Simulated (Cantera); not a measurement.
A closed system holds: 1 mol Si, 0.25 mol N2O, 230 mol H2, equilibrated at 1625 K and 0.210 bar.

Equilibrium computed with Cantera from the NASA thermochemical tables; the gas is ideal and each condensed phase is pure. Candidate condensed phases: H2O, Si, SiO2, Si2N2O, Si3N4; 35 gas species. Mutual solubility and eutectic melting of coexisting phases are not modelled. Kinetics and transport are ignored.

Base state: H2 0.999, N2 0.000384, SiO 0.000384, H 0.000154 (mole fractions); condensed: Si(s) + Si2N2O(s).

Problem. What changes in the equilibrium state with this change: temperature from 1625 K to 1448 K?

Solution. 
```tsv
species	before	after
H2	0.999	1.000
H	0.000154	2.01e-5
SiO	0.000384	9.32e-6
N2	0.000384	9.32e-6
Si(s), mol	0.587	0.502
Si2N2O(s), mol	0.162	0.248
```
